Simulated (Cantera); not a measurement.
Source: NASA polynomial tables (part measured, part estimated), evaluated in Cantera. Values are per mole of reaction as written; species without (g) are pure solids or liquids, kept so even where they would boil at 1 bar.

Between 300 and 1000 K, where is each reaction favourable under standard conditions?
- 4 NO(g) + 3 Si(g) ⇌ Si3N4 + 2 O2(g)


- 4 NO(g) + 3 Si(g) ⇌ Si3N4 + 2 O2(g): ΔG° is -2213 kJ at 300 K and -1633 kJ at 1000 K; it stays negative (K > 1). ΔH° is -2455 kJ and ΔS° -822 J/K at 1000 K.
